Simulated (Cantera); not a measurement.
Input (Python, Cantera):

```python
import numpy as np
import cantera as ct

surf = ct.Interface("diamond.yaml", "diamond_100")
gas, bulk = surf.adjacent["gas"], surf.adjacent["diamond"]
k = surf.kinetics_species_index(bulk.species_names[0])
cover = ["c6HH", "c6H*", "c6*H", "c6**", "c6HM", "c6B"]

rows, drift = [], 0.0
print(f"{'xCH3':>10s}{'um/h':>11s}" + "".join(f"{s:>11s}" for s in cover))
for v in [1e-06, 2.7e-06, 7.3e-06, 2e-05, 5.3e-05, 0.00014, 0.00039, 0.0011, 0.0028]:
    T, P, xH, xCH3 = 1100, 5200, 0.026, v
    gas.TPX = T, P, {"H": xH, "CH3": xCH3, "CH4": 0.013, "H2": 1 - xH - xCH3 - 0.013}
    surf.TP = bulk.TP = T, P
    surf.coverages = "c6H*:0.1, c6HH:0.9"
    surf.advance_coverages(100.0)
    before = surf.coverages
    surf.advance_coverages(100.0)
    drift = max(drift, np.max(np.abs(surf.coverages - before) / (surf.coverages + 1e-9)))
    rate = surf.net_production_rates[k] * bulk.mean_molecular_weight / bulk.density * 3.6e9
    rows.append([rate, *surf[cover].coverages])
    print(f"{v:10.4g}{rate:11.4e}" + "".join(f"{x:11.3e}" for x in rows[-1][1:]))
```

Result:

```
      xCH3       um/h       c6HH       c6H*       c6*H       c6**       c6HM        c6B
     1e-06 3.8948e-02  5.110e-01  2.821e-02  4.421e-01  1.860e-02  1.333e-05  1.057e-10
   2.7e-06 1.0516e-01  5.110e-01  2.821e-02  4.421e-01  1.860e-02  3.600e-05  2.853e-10
   7.3e-06 2.8428e-01  5.110e-01  2.821e-02  4.421e-01  1.860e-02  9.731e-05  7.714e-10
     2e-05 7.7860e-01  5.109e-01  2.820e-02  4.419e-01  1.859e-02  2.665e-04  2.113e-09
   5.3e-05 2.0616e+00  5.105e-01  2.818e-02  4.416e-01  1.857e-02  7.057e-04  5.594e-09
   0.00014 5.4341e+00  5.097e-01  2.813e-02  4.408e-01  1.853e-02  1.860e-03  1.475e-08
   0.00039 1.5045e+01  5.072e-01  2.798e-02  4.386e-01  1.839e-02  5.151e-03  4.083e-08
    0.0011 4.1710e+01  5.004e-01  2.758e-02  4.322e-01  1.800e-02  1.428e-02  1.132e-07
    0.0028 1.0201e+02  4.851e-01  2.666e-02  4.179e-01  1.713e-02  3.494e-02  2.768e-07
```

Cantera simulation using the Harris–Goodwin 1993 mechanism for the reconstructed diamond (100) surface; the numbers are that mechanism's predictions, not measurements.
